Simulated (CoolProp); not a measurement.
Values from CoolProp's reference Helmholtz-energy equation of state, Akasaka 2023.

**Question.** For R1224YDZ, give the phase and the cp (kJ/(kg K)) at 453.2 K and 0.0527 MPa.

**Answer.** 
- 453.2 K and 0.0527 MPa: gas; cp 0.993
